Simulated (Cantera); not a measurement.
A Cantera script and what it prints.

```python
import numpy as np
import cantera as ct

gas_names = """
    AL ALBO2 ALCL ALCL2 ALCL3 ALO ALOCL ALO2 AL2 AL2CL6 AL2O AL2O2 B BCL BCL2 BCL3 BO BOCL BO2 B2 B2O
    B2O2 B2O3 B3O3CL3 CL CLO CL2 O O2 O3
""".split()
cond_names = """
    AL(cr) AL(L) ALCL3(s) ALCL3(L) AL2O3(a) AL2O3(L) B(b) B(L) B2O3(L)
""".split()


def load(file, names, dense=False):
    # The tables refer to 1 bar. Condensed volumes are neglected.
    table = {s.name: s for s in ct.Species.list_from_file(file)}
    out = []
    for n in names:
        d = dict(table[n].input_data)
        d["thermo"] = dict(d["thermo"], **{"reference-pressure": 1e5})
        if dense:
            d["equation-of-state"] = {"model": "constant-volume", "density": "1e6 g/cm^3"}
        out.append(ct.Species.from_dict(d))
    return out


gas = ct.Solution(thermo="ideal-gas", species=load("nasa_gas.yaml", gas_names))
cond = {s.name: ct.Solution(thermo="fixed-stoichiometry", species=[s], name=s.name)
        for s in load("nasa_condensed.yaml", cond_names, dense=True)}
atoms = {
    'Al2O3': {'AL': 2, 'O': 3},
    'BCl3': {'B': 1, 'CL': 3},
    'O2': {'O': 2},
}
top_T = {}  # K; cautious upper limits of use, not melting points


def equilibrate(T, P, feed):
    n = {}
    for name, mol in feed.items():
        for a, k in atoms[name].items():
            n[a] = n.get(a, 0.0) + k * mol
    gas.TPX = T, P, n
    mass = sum(n.values()) * gas.mean_molecular_weight
    gas.equilibrate("TP")
    valid = [c for c in cond.values() if c.min_temp <= T <= top_T.get(c.name, c.max_temp)]
    mix = ct.Mixture([(gas, mass / gas.mean_molecular_weight)] + [(c, 0.0) for c in valid])
    mix.T, mix.P = T, P
    mix.equilibrate("TP", solver="vcs", rtol=1e-11, max_steps=5000)
    return mix


results = []
feed = {'Al2O3': 1, 'BCl3': 0.68, 'O2': 1.5}  # mol
T = 1875  # K
P = 3.2  # Pa
mix = equilibrate(T, P, feed)
results.append((T, P, feed, dict(zip(mix.species_names, mix.species_moles))))
print(gas.report(threshold=1e-05))
for i in range(1, mix.n_phases):
    print(f"{mix.phase(i).name:16s} {mix.phase_moles(i):12.5e} mol")
```

Output:

```
       temperature   1875 K
          pressure   3.2 Pa
           density   7.592e-06 kg/m^3
  mean mol. weight   36.986 kg/kmol
   phase of matter   gas

                          1 kg             1 kmol
                     ---------------   ---------------
          enthalpy        1.4356e+06        5.3098e+07  J
   internal energy        1.0141e+06        3.7509e+07  J
           entropy            9221.9        3.4108e+05  J/K
    Gibbs function       -1.5855e+07       -5.8643e+08  J
 heat capacity c_p            910.29             33668  J/K
 heat capacity c_v            685.49             25354  J/K

                      mass frac. Y      mole frac. X     chem. pot. / RT
                     ---------------   ---------------   ---------------
             ALOCL        0.00016177        7.6286e-05            -78.94
                BO        0.00083444         0.0011512           -45.359
              BOCL         0.0067994         0.0040393           -71.017
               BO2          0.060418          0.052201           -65.468
              B2O3           0.13137          0.069793           -110.83
                CL           0.56232           0.58669           -25.658
               CLO        3.9551e-05        2.8433e-05           -45.767
               CL2         0.0001074        5.6025e-05           -51.316
                 O         0.0094529          0.021853           -20.109
                O2           0.22849           0.26411           -40.218
     [  +20 minor]        1.0438e-05        5.5619e-06

AL(L)             0.00000e+00 mol
ALCL3(L)          0.00000e+00 mol
AL2O3(a)          9.99861e-01 mol
B(b)              0.00000e+00 mol
B2O3(L)           0.00000e+00 mol
```

Equilibrium computed with Cantera from the NASA thermochemical tables; the gas is ideal and each condensed phase is pure. The tables' values for BOCl are old estimates; treat these amounts as uncertain.
